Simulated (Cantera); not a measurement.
Premixed flame

A freely propagating, adiabatic, planar premixed flame of 5.73 % CH4, 16.6 % O2, 76.3 % N2, 1.38 % H2O, unburnt at 625 K and 1.00 bar; mixture-averaged transport, grid criteria slope 0.08 and curve 0.16, no radiation.

Detailed kinetics in Cantera: GRI-Mech 3.0 (53 species, 325 reactions). Burning velocities carry a grid error of a few per cent, more on coarse grids.

| z (mm) | T (K) | u (m/s) | x CH4 | x O2 | x HCN | x NO | x CH2 | x C2H6 |
|---|---|---|---|---|---|---|---|---|
| -1.68 | 626 | 0.600 | 0.0573 | 0.166 | <1e-8 | <1e-8 | <1e-8 | 9.72e-8 |
| -1.12 | 631 | 0.605 | 0.0569 | 0.166 | <1e-8 | <1e-8 | <1e-8 | 1.50e-6 |
| -0.839 | 643 | 0.618 | 0.0560 | 0.165 | <1e-8 | <1e-8 | <1e-8 | 6.98e-6 |
| -0.560 | 701 | 0.676 | 0.0524 | 0.160 | <1e-8 | 5.13e-8 | <1e-8 | 4.69e-5 |
| -0.280 | 965 | 0.935 | 0.0369 | 0.138 | 5.21e-8 | 4.05e-7 | 3.55e-8 | 0.000336 |
| -0.140 | 1242 | 1.21 | 0.0206 | 0.112 | 1.21e-7 | 9.07e-7 | 1.46e-6 | 0.000413 |
| 0 | 1525 | 1.49 | 0.00489 | 0.0805 | 2.27e-7 | 1.73e-6 | 1.10e-5 | 4.84e-5 |
| 0.140 | 1650 | 1.60 | 0.000313 | 0.0637 | 1.62e-7 | 2.74e-6 | 2.19e-6 | 1.47e-7 |
| 0.280 | 1699 | 1.65 | 1.18e-5 | 0.0583 | 5.48e-8 | 3.54e-6 | 1.08e-7 | <1e-8 |
| 0.560 | 1759 | 1.70 | 2.65e-8 | 0.0548 | <1e-8 | 4.62e-6 | <1e-8 | <1e-8 |
| 1.12 | 1816 | 1.75 | <1e-8 | 0.0528 | <1e-8 | 5.85e-6 | <1e-8 | <1e-8 |
| 2.24 | 1855 | 1.78 | <1e-8 | 0.0520 | <1e-8 | 6.96e-6 | <1e-8 | <1e-8 |
| 4.48 | 1873 | 1.80 | <1e-8 | 0.0518 | <1e-8 | 7.77e-6 | <1e-8 | <1e-8 |
x: mole fraction of selected species; z is measured from the peak of heat release.

```json
{
 "laminar_burning_velocity": "59.9 cm/s",
 "thermal_thickness": "0.560 mm",
 "peak x(HCN)": "2.35e-7",
 "peak x(CH2)": "1.10e-5",
 "peak x(C2H6)": "0.000448",
 "grid_points": "131"
}
```
